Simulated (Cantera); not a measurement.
An isothermal, constant-pressure homogeneous reactor starts with 3.01 % H2, 97.0 % O2, at 973 K and 10.00 Torr.

Computed with Cantera and the H2/O2 subset of GRI-Mech 3.0, which has no nitrogen chemistry. Radical loss at walls, strong at low pressure, is not modelled.

x: mole fraction; the columns are a selection and need not sum to one.

```csv
t (s),x H2,x O2,x H2O,x O,x H2O2
6.00e-6,0.0301,0.970,<1e-12,<1e-12,<1e-12
1.97e-5,0.0301,0.970,<1e-12,<1e-12,<1e-12
6.44e-5,0.0301,0.970,<1e-12,1.49e-12,<1e-12
0.000211,0.0301,0.970,4.73e-12,1.30e-11,<1e-12
0.000691,0.0301,0.970,1.01e-10,1.17e-10,<1e-12
0.00226,0.0301,0.970,4.98e-9,…,<1e-12
0.00741,0.0300,0.970,8.54e-5,…,3.09e-10
0.0243,0.000418,0.960,0.0284,…,7.41e-8
0.0795,5.79e-5,0.968,0.0302,…,5.29e-8
0.261,6.16e-6,0.969,0.0305,…,3.83e-8
0.854,5.90e-7,0.969,0.0305,…,1.95e-8
2.80,6.80e-8,0.969,0.0305,…,7.50e-9
9.16,1.08e-8,0.969,0.0305,…,2.56e-9
30.0,2.24e-9,0.969,0.0305,…,8.36e-10
```

Task: Some entries are withheld; supply them.

Result: 
- 0.00226, x O: 3.58e-9
- 0.00741, x O: 5.78e-5
- 0.0243, x O: 0.00842
- 0.0795, x O: 0.00166
- 0.261, x O: 0.000191
- 0.854, x O: 2.08e-5
- 2.80, x O: 2.84e-6
- 9.16, x O: 5.18e-7
- 30.0, x O: 1.17e-7
